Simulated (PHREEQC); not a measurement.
1 kg of water holding 0.069 mol KOH meets 20 L of dry gas (H2 1 by moles) at fixed total pressure, at 5 atm; fugacities by Peng-Robinson. The gases take part in no redox reaction, some water evaporates into the gas, and hydrates or a liquid gas phase aren't modelled. Nothing may precipitate in this run.

All values are PHREEQC results (ion-association model, phreeqc.dat), not measurements.

```tsv
T (°C)	dissolved H2 (mol/kgw)	φ of H2
10	0.00431	1.001
20	?	1.001
30	?	1.001
40	?	1.001
50	?	1.001
60	0.00342	1.001
70	?	1.002
80	0.00331	1.002
90	0.00323	1.002
```

Task: Some entries are withheld; supply them.

Result: 
- 20, dissolved H2 (mol/kgw): 0.00398
- 30, dissolved H2 (mol/kgw): 0.00376
- 40, dissolved H2 (mol/kgw): 0.00360
- 50, dissolved H2 (mol/kgw): 0.00350
- 70, dissolved H2 (mol/kgw): 0.00337

Complexes and solids missing from the database can't appear. Away from 25 °C the constants follow the database's enthalpies or fits; those with neither stay at their 25 °C values.
